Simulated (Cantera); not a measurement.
An adiabatic, constant-pressure homogeneous reactor starts with 3.09 % CO, 4.33 % H2, 8.84 % O2, 77.6 % N2, 6.18 % H2O, at 1000 K and 200000 Pa.

Model: GRI-Mech 3.0 (53 species, 325 reactions), integrated in Cantera.

**Question.** Predict: time of steepest temperature rise; temperature at 0.200 s; equilibrium temperature; x(CO) at 0.200 s; x(H2) at 0.200 s; x(O2) at 0.200 s; x(NO2) at 0.200 s; x(H2O) at 0.200 s; x(NO) at 0.200 s; x(CO2) at 0.200 s.

**Answer.** 
```
Item                                                                  Value
---------------------------------  ----------------------------------------
time of steepest temperature rise                                   19.4 ms
temperature at 0.200 s                                               1561 K
equilibrium temperature                                              1559 K
x(CO) at 0.200 s                    1.17e-6 (gas-phase equilibrium 1.14e-6)
x(H2) at 0.200 s                    1.39e-6 (gas-phase equilibrium 1.37e-6)
x(O2) at 0.200 s                      0.0533 (gas-phase equilibrium 0.0528)
x(NO2) at 0.200 s                   2.66e-9 (gas-phase equilibrium 2.62e-6)
x(H2O) at 0.200 s                       0.109 (gas-phase equilibrium 0.109)
x(NO) at 0.200 s                   8.37e-7 (gas-phase equilibrium 0.000823)
x(CO2) at 0.200 s                     0.0321 (gas-phase equilibrium 0.0321)
```
